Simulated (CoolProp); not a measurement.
Model: reference Helmholtz-energy equation of state, Setzmann 1991, in CoolProp.

### Question
For methane, give the phase and the density (kg/m³), cp (kJ/(kg K)), isothermal compressibility (1/MPa), Prandtl number at 102.9 K and 1.44 MPa; 102.9 K and 11.5 MPa.

### Answer
- 102.9 K and 1.44 MPa: liquid; density 436, cp 3.41, isothermal compressibility 0.00181, Prandtl number 2.54
- 102.9 K and 11.5 MPa: liquid; density 443, cp 3.34, isothermal compressibility 0.00155, Prandtl number 2.64

Viscosity comes from a separate model (Quiñones-Cisneros 2006). Thermal conductivity comes from a separate model (Friend 1989).
